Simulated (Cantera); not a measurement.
A perfectly stirred reactor is fed with C₂H₆ : N₂ = 1 : 2.6 (molar parts), at 0.00207 atm; it is held at 1575 K, and followed from long to short residence time.

Cantera simulation using GRI-Mech 3.0 (53 species, 325 reactions); the numbers are that mechanism's predictions, not measurements. GRI-Mech 3.0 stops at C3 and has no aromatics, soot or wall deposition, so with more carbon than oxygen in the feed, carbon stays in small species such as C2H2 where larger ones or solid carbon would form. Radical loss at walls, strong at low pressure, is not modelled.

One state of this run: x C₂H₆ = 0.189; x C₂H₂ = 0.00271; x C₂H₄ = 0.0388; x CH₂ = 2.47e-5; x CH₃ = 0.0276; x HCN = 8.88e-8. x: mole fraction; the columns are a selection and need not sum to one.

Task: Which value of τ (s) does it belong to?
(A) 0.0049
(B) 0.34
(C) 0.0021
(D) 0.027

Result: C, 0.0021
